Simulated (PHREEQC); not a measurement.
HCl is added in steps, without added water, to 1 kg of water holding 0.0033 mol MgSO4 and 0.00012 mol NaHCO3, at 20 °C. Oxygen is held at 0.21 atm. CO2 from the air is kept out. Only these solids could form: Brucite, Nesquehonite, Halite, Mirabilite, Epsomite, Nahcolite, Natron.

Base run: PHREEQC, ion-association model, wateq4f.dat. Each further column changes one thing. The table gives HSO4- (mol/kgw).

| HCl added (mol) | base | database pitzer.dat | database phreeqc.dat | Debye-Hückel limiting law | Davies equation for every ion |
|---|---|---|---|---|---|
| 0 | 1.72e-9 | 1.74e-9 | 1.73e-9 | 1.68e-9 | 1.72e-9 |
| 0.0006719 | 7.25e-5 | 7.32e-5 | 7.25e-5 | 6.85e-5 | 7.14e-5 |
| 0.001478 | 0.000172 | 0.000173 | 0.000172 | 0.000163 | 0.000170 |
| 0.00215 | 0.000250 | 0.000252 | 0.000251 | 0.000236 | 0.000247 |
| 0.002822 | 0.000324 | 0.000325 | 0.000325 | 0.000305 | 0.000319 |
| 0.003628 | 0.000408 | 0.000408 | 0.000408 | 0.000383 | 0.000402 |
| 0.0043 | 0.000474 | 0.000473 | 0.000474 | 0.000445 | 0.000466 |

 pitzer.dat has no redox and few complexes: it carries them in its interaction parameters. phreeqc.dat and wateq4f.dat share most of their constants, so their agreement is no independent check. Solids allowed in the column 'database pitzer.dat': Bischofite, Bloedite, Brucite, Burkeite, Epsomite, Halite, Hexahydrite, Kieserite, Nesquehonite, Mirabilite, Nahcolite, Natron, Thenardite, Trona, MgCl2_4H2O. Solids allowed in the column 'database phreeqc.dat': Halite.
